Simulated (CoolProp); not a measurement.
Vapour pressure (MPa) of isobutene: the reference equation beside estimates from Tc = 418.1 K, pc = 4.016 MPa, ω = 0.193.

The numbers come from the reference Helmholtz-energy equation of state, Lemmon 2005 in CoolProp. It is a short technical equation, of lower accuracy than the large ones.

```json
[
 {"T (K)": "258.5", "reference": "0.07436", "Lee-Kesler": "0.07347", "Soave-Redlich-Kwong": "0.07376", "Peng-Robinson": "0.07489"},
 {"T (K)": "276.9", "reference": "0.1515", "Lee-Kesler": "0.1510", "Soave-Redlich-Kwong": "0.1510", "Peng-Robinson": "0.1516"},
 {"T (K)": "295.2", "reference": "0.2786", "Lee-Kesler": "0.2792", "Soave-Redlich-Kwong": "0.2791", "Peng-Robinson": "0.2780"},
 {"T (K)": "313.6", "reference": "0.4749", "Lee-Kesler": "0.4775", "Soave-Redlich-Kwong": "0.4781", "Peng-Robinson": "0.4739"},
 {"T (K)": "332", "reference": "0.7597", "Lee-Kesler": "0.7645", "Soave-Redlich-Kwong": "0.7682", "Peng-Robinson": "0.7594"},
 {"T (K)": "350.4", "reference": "1.155", "Lee-Kesler": "1.161", "Soave-Redlich-Kwong": "1.172", "Peng-Robinson": "1.157"},
 {"T (K)": "368.8", "reference": "1.683", "Lee-Kesler": "1.690", "Soave-Redlich-Kwong": "1.711", "Peng-Robinson": "1.692"},
 {"T (K)": "387.2", "reference": "2.374", "Lee-Kesler": "2.381", "Soave-Redlich-Kwong": "2.411", "Peng-Robinson": "2.391"}
]
```

Absolute difference from the reference over all 8 rows, mean and median: Lee-Kesler 0.5 and 0.5 %, Soave-Redlich-Kwong 1.0 and 1.0 %, Peng-Robinson 0.3 and 0.2 %.
